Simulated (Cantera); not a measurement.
Input (Python, Cantera) and output of one run.

```python
import numpy as np
import cantera as ct

gas_names = """
    C CH CH2 CH3 CH2OH CH3O CH4 CH3OH CO COS CO2 COOH CS CS2 C2 C2H CHCO,ketyl C2H2,acetylene
    C2H2,vinylidene CH2CO,ketene C2H3,vinyl CH3CO,acetyl C2H4 C2H4O,ethylen CH3CHO,ethanal CH3COOH
    (HCOOH)2 C2H5 C2H6 CH3OCH3 C2H5OH C2O C3 C3H3,propargyl C3H4,allene C3H4,propyne C3H4,cyclo-
    C3H5,allyl C3H6,propylene C3H6,cyclo- C3H6O C3H7,n-propyl C3H7,i-propyl C3H8 C3H8O,1propanol
    C3H8O,2propanol C3O2 C4 C4H2 C4H4,1,3-cyclo- C4H6,butadiene C4H6,2-butyne C4H6,cyclo- C4H8,1-butene
    C4H8,cis2-buten C4H8,tr2-butene C4H8,isobutene C4H8,cyclo- (CH3COOH)2 C4H9,n-butyl C4H9,i-butyl
    C4H9,s-butyl C4H9,t-butyl C4H10,isobutane C4H10,n-butane C5 C5H6,1,3cyclo- C5H8,cyclo-
    C5H10,1-pentene C5H10,cyclo- C5H11,pentyl C5H11,t-pentyl C5H12,n-pentane C5H12,i-pentane
    CH3C(CH3)2CH3 C6H2 C6H5,phenyl C6H5O,phenoxy C6H6 C6H5OH,phenol C6H10,cyclo- C6H12,1-hexene
    C6H12,cyclo- C6H13,n-hexyl C7H7,benzyl C7H8 C7H8O,cresol C7H14,1-heptene C7H15,n-heptyl
    C7H16,n-heptane C8H8,styrene C8H10,ethylbenz C8H16,1-octene C8H17,n-octyl C8H18,isooctane
    C8H18,n-octane C9H19,n-nonyl C10H8,naphthale C10H21,n-decyl C12H9,o-bipheny C12H10,bipheny Fe FeC5O5
    FeO Fe(OH)2 H HCO HO2 H2 HCHO,formaldehy HCOOH H2O H2O2 H2S H2SO4 O OH O2 O3 S SH SO SO2 SO3 S2 S2O
    S8
""".split()
cond_names = """
    C(gr) C6H6(L) C7H8(L) C8H18(L),n-octa Fe(a) Fe(c) Fe(d) Fe(L) FeC5O5(L) FeO(s) FeO(L) Fe(OH)2(s)
    Fe(OH)3(s) FeS(a) FeS(b) FeS(c) FeS(L) FeSO4(s) FeS2(s) Fe2O3(s) Fe2S3O12(s) Fe3O4(s) H2O(s) H2O(L)
    H2SO4(L) S(cr1) S(cr2) S(L)
""".split()


def load(file, names, dense=False):
    # The tables refer to 1 bar. Condensed volumes are neglected.
    table = {s.name: s for s in ct.Species.list_from_file(file)}
    out = []
    for n in names:
        d = dict(table[n].input_data)
        d["thermo"] = dict(d["thermo"], **{"reference-pressure": 1e5})
        if dense:
            d["equation-of-state"] = {"model": "constant-volume", "density": "1e6 g/cm^3"}
        out.append(ct.Species.from_dict(d))
    return out


gas = ct.Solution(thermo="ideal-gas", species=load("nasa_gas.yaml", gas_names))
cond = {s.name: ct.Solution(thermo="fixed-stoichiometry", species=[s], name=s.name)
        for s in load("nasa_condensed.yaml", cond_names, dense=True)}
atoms = {
    'FeS2': {'Fe': 1, 'S': 2},
    'H2S': {'H': 2, 'S': 1},
    'CO2': {'C': 1, 'O': 2},
}
top_T = {'C(gr)': 4500, 'FeSO4(s)': 950, 'FeS2(s)': 1010, 'Fe2O3(s)': 1830, 'Fe2S3O12(s)': 1100, 'Fe3O4(s)': 1870}  # K; cautious upper limits of use, not melting points


def equilibrate(T, P, feed):
    n = {}
    for name, mol in feed.items():
        for a, k in atoms[name].items():
            n[a] = n.get(a, 0.0) + k * mol
    gas.TPX = T, P, n
    mass = sum(n.values()) * gas.mean_molecular_weight
    gas.equilibrate("TP")
    valid = [c for c in cond.values() if c.min_temp <= T <= top_T.get(c.name, c.max_temp)]
    mix = ct.Mixture([(gas, mass / gas.mean_molecular_weight)] + [(c, 0.0) for c in valid])
    mix.T, mix.P = T, P
    mix.equilibrate("TP", solver="vcs", rtol=1e-11, max_steps=5000)
    return mix


results = []
feed = {'FeS2': 1, 'H2S': 1.3, 'CO2': 9.8}  # mol
P = 10000  # Pa
for T in [700, 800, 900, 1000, 1100, 1200, 1300, 1400, 1500, 1600, 1700, 1800, 1900]:
    mix = equilibrate(T, P, feed)
    results.append((T, P, feed, dict(zip(mix.species_names, mix.species_moles))))

top = {s: max(r[3][s] / sum(r[3][g] for g in gas_names) for r in results) for s in gas_names}
cols = sorted((s for s in top if top[s] > 0.001), key=lambda s: -top[s])[:6]
seen = [c for c in cond_names if any(r[3].get(c, 0) > 1e-12 for r in results)]
print("log10 of partial pressures in bar; condensed amounts in mol")
print(f"{'T/K':>10s}" + "".join(f"{s[:9]:>10s}" for s in cols + seen))
for T, P, feed, n in results:
    ng = sum(n[g] for g in gas_names)
    print(f"{T:10.4g}" + "".join(f"{np.log10(max(n[s] / ng * P / 1e5, 1e-99)):10.3f}" for s in cols)
          + "".join(f"{n.get(c, 0):10.4g}" for c in seen))
```

It prints:

```
log10 of partial pressures in bar; condensed amounts in mol
       T/K       CO2        CO       SO2       H2S       H2O        S2    FeO(s)    FeO(L)    FeS(c)    FeS(L)   FeS2(s)
       700    -1.064    -3.567    -6.822    -2.012    -2.719    -3.787         0         0         0         0         1
       800    -1.072    -2.951    -5.862    -2.072    -2.523    -3.193         0         0         0         0         1
       900    -1.099    -2.717    -4.444    -2.154    -2.413    -2.278         0         0         1         0         0
      1000    -1.115    -2.364    -3.957    -2.309    -2.253    -2.193         0         0         1         0         0
      1100    -1.134    -2.155    -3.418    -2.531    -2.144    -2.132         0         0         1         0         0
      1200    -1.155    -2.006    -2.949    -2.784    -2.087    -2.114         0         0         1         0         0
      1300    -1.182    -1.875    -2.599    -3.027    -2.065    -2.136         0         0         1         0         0
      1400    -1.216    -1.758    -2.352    -3.249    -2.061    -2.191         0         0         1         0         0
      1500    -1.257    -1.659    -2.178    -3.458    -2.066    -2.275         0         0         0         1         0
      1600    -1.335    -1.542    -2.095    -3.518    -2.099    -2.196    0.5658         0         0    0.4341         0
      1700    -1.416    -1.461    -2.023    -3.603    -2.130    -2.168         0    0.9998         0         0         0
      1800    -1.475    -1.415    -1.944    -3.764    -2.146    -2.261         0    0.9993         0         0         0
      1900    -1.534    -1.378    -1.890    -3.922    -2.163    -2.372         0    0.9972         0         0         0
```

Cantera equilibrium calculation (NASA polynomials, part measured and part estimated; ideal gas, pure solids and liquids). Metal and sulfide melt together well below either melting point, which pure phases cannot show. Mutual solubility and eutectic melting of coexisting phases are not modelled. The tables' stoichiometric FeO is somewhat more stable than real wüstite, so its field is too wide. FeO, FeS: taken at fixed stoichiometry. Gases not in the tables: S3 to S7.
